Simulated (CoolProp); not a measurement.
The fluoroketone C6F12O (FK-5-1-12) along the isobar 20.7 bar: fugacity coefficient from the reference equation and from simpler models built on Tc = 441.8 K, pc = 18.69 bar, ω = 0.471; each cubic takes its own stable root.

Values from CoolProp's reference Helmholtz-energy equation of state, McLinden 2015.

| T (K) | phase | reference | van der Waals | Redlich-Kwong | Soave-Redlich-Kwong | Peng-Robinson |
|---|---|---|---|---|---|---|
| 410 | liquid | 0.4018 | 0.5343 | 0.4663 | 0.4153 | 0.3996 |
| 416.5 | liquid | 0.4423 | 0.5581 | 0.4980 | 0.4564 | 0.4393 |
| 422.9 | liquid | 0.4832 | 0.5814 | 0.5291 | 0.4977 | 0.4791 |
| 429.3 | liquid | 0.5249 | 0.6044 | 0.5599 | 0.5392 | 0.5191 |
| 435.7 | liquid | 0.5667 | 0.6268 | 0.5899 | 0.5801 | 0.5586 |
| 442.2 | supercritical | 0.6084 | 0.6488 | 0.6190 | 0.6196 | 0.5968 |
| 448.6 | supercritical | 0.6444 | 0.6692 | 0.6451 | 0.6529 | 0.6289 |
| 455 | supercritical | 0.6685 | 0.6868 | 0.6650 | 0.6765 | 0.6518 |
| 461.4 | supercritical | 0.6884 | 0.7007 | 0.6812 | 0.6963 | 0.6712 |
| 467.9 | supercritical | 0.7064 | 0.7130 | 0.6959 | 0.7143 | 0.6889 |
| 474.3 | supercritical | 0.7224 | 0.7240 | 0.7090 | 0.7306 | 0.7049 |
| 480.7 | supercritical | 0.7372 | 0.7343 | 0.7213 | 0.7456 | 0.7198 |
| 487.1 | supercritical | 0.7508 | 0.7438 | 0.7327 | 0.7597 | 0.7338 |
| 493.6 | supercritical | 0.7637 | 0.7530 | 0.7436 | 0.7731 | 0.7471 |
| 500 | supercritical | 0.7756 | 0.7615 | 0.7537 | 0.7855 | 0.7594 |
